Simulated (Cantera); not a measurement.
**Diamond growth**

A diamond (100) surface in a fixed gas of H2 with x(CH4) = 0.002, x(H) = 0.02, at 1323 K, 15.0 Torr; coverages are run to steady state.

Detailed kinetics in Cantera: the Harris–Goodwin 1993 mechanism for the reconstructed diamond (100) surface.

```json
[
 {"x(CH3)": "1e-06", "growth (µm/h)": "0.00512", "θ c6HH": "0.365", "θ c6H*": "0.0518", "θ c6*H": "0.532", "θ c6**": "0.0507", "θ c6HM": "6.11e-7"},
 {"x(CH3)": "2.4e-06", "growth (µm/h)": "0.0123", "θ c6HH": "0.365", "θ c6H*": "0.0518", "θ c6*H": "0.532", "θ c6**": "0.0507", "θ c6HM": "1.47e-6"},
 {"x(CH3)": "5.7e-06", "growth (µm/h)": "0.0292", "θ c6HH": "0.365", "θ c6H*": "0.0518", "θ c6*H": "0.532", "θ c6**": "0.0507", "θ c6HM": "3.48e-6"},
 {"x(CH3)": "1.3e-05", "growth (µm/h)": "0.0666", "θ c6HH": "0.365", "θ c6H*": "0.0518", "θ c6*H": "0.532", "θ c6**": "0.0507", "θ c6HM": "7.94e-6"},
 {"x(CH3)": "3.2e-05", "growth (µm/h)": "0.164", "θ c6HH": "0.365", "θ c6H*": "0.0518", "θ c6*H": "0.532", "θ c6**": "0.0506", "θ c6HM": "1.95e-5"},
 {"x(CH3)": "7.6e-05", "growth (µm/h)": "0.389", "θ c6HH": "0.365", "θ c6H*": "0.0518", "θ c6*H": "0.532", "θ c6**": "0.0506", "θ c6HM": "4.64e-5"},
 {"x(CH3)": "0.00018", "growth (µm/h)": "0.921", "θ c6HH": "0.365", "θ c6H*": "0.0518", "θ c6*H": "0.532", "θ c6**": "0.0505", "θ c6HM": "0.000110"},
 {"x(CH3)": "0.00043", "growth (µm/h)": "2.19", "θ c6HH": "0.365", "θ c6H*": "0.0518", "θ c6*H": "0.532", "θ c6**": "0.0504", "θ c6HM": "0.000262"},
 {"x(CH3)": "0.001", "growth (µm/h)": "5.07", "θ c6HH": "0.365", "θ c6H*": "0.0517", "θ c6*H": "0.531", "θ c6**": "0.0500", "θ c6HM": "0.000607"}
]
```
θ: site fractions in the mechanism's names (c6HH fully hydrogenated, c6H* and c6*H radical sites, c6** diradical, c6HM methylated).
